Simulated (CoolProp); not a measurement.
CH2F2 (R32) at 293.15 K and 10.4 MPa flows at 1 m/s in a round tube of 10 mm bore and 1.5 µm roughness, fully developed (64/Re and Nu = 3.66 if laminar; Colebrook and Gnielinski if turbulent). Each further row changes one setting.

Model: reference Helmholtz-energy equation of state, Tillner-Roth 1997, in CoolProp.

| case | Reynolds number | Darcy friction factor | pressure drop (Pa/m) | heat-transfer coefficient (W/(m² K)) | mass flow (kg/h) |
|---|---|---|---|---|---|
| as stated | 74600 | 0.0198 | 1010 | ___ | ___ |
| velocity 2 m/s | 149000 | ___ | ___ | 6300 | 579 |
| diameter 20 mm | 149000 | 0.0171 | ___ | ___ | 1160 |

Question: Complete the blanks.

Answer: 
- as stated, heat-transfer coefficient (W/(m² K)): 3490
- as stated, mass flow (kg/h): 289
- velocity 2 m/s, Darcy friction factor: 0.0175
- velocity 2 m/s, pressure drop (Pa/m): 3590
- diameter 20 mm, pressure drop (Pa/m): 437
- diameter 20 mm, heat-transfer coefficient (W/(m² K)): 3070

Viscosity comes from a separate model (Bell 2016), an estimate that may be off by 10 % or more. Thermal conductivity comes from a separate model (Huber 2003), an estimate that may be off by 10 % or more.
